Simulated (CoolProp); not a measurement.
A single-stage vapour-compression cycle with CH3F (R41): evaporating at 230.15 K (dew point), condensing at 297.15 K (bubble point), superheat 8 K, subcooling 5 K, compressor efficiency 0.85, no pressure losses. Each further row changes one setting.

Values from CoolProp's reference Helmholtz-energy equation of state, Lemmon 2006. It is a short technical equation, of lower accuracy than the large ones.

```
case                              cooling COP  pressure ratio  discharge temperature (K)  refrigerating effect (kJ/kg)  volumetric capacity (kJ/m³)
--------------------------------  -----------  --------------  -------------------------  ----------------------------  ---------------------------
as stated                                 [?]            7.29                      390.2                           291                         2850
evaporating temperature 235.15 K         2.17             [?]                      381.0                           293                          [?]
condensing temperature 292.15 K          2.17            6.47                      379.7                           305                         2990
subcooling 10 K                           [?]            7.29                      390.2                           306                          [?]
superheat 18 K                           1.89            7.29                        [?]                           [?]                          [?]
compressor efficiency 0.75               1.69            7.29                      403.3                           291                         2850
```

**Question.** Fill in the missing entries.

**Answer.** 
- as stated, cooling COP: 1.92
- evaporating temperature 235.15 K, pressure ratio: 6.04
- evaporating temperature 235.15 K, volumetric capacity (kJ/m³): 3440
- subcooling 10 K, cooling COP: 2.02
- subcooling 10 K, volumetric capacity (kJ/m³): 3000
- superheat 18 K, discharge temperature (K): 404.8
- superheat 18 K, refrigerating effect (kJ/kg): 304
- superheat 18 K, volumetric capacity (kJ/m³): 2810
